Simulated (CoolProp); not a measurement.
Values from CoolProp's reference Helmholtz-energy equation of state, Bücker 2006.

Task: Give the vapour pressure (MPa), enthalpy of vaporisation (kJ/kg), liquid conductivity (mW/(m K)) of saturated isobutane at 289.6, 352.2 K.

Result: 
```json
[
 {"T (K)": "289.6", "p (MPa)": "0.271", "enthalpy of vaporisation (kJ/kg)": "338", "liquid conductivity (mW/(m K))": "92.3"},
 {"T (K)": "352.2", "p (MPa)": "1.32", "enthalpy of vaporisation (kJ/kg)": "254", "liquid conductivity (mW/(m K))": "72.0"}
]
```

Thermal conductivity comes from a separate model (Perkins 2002).
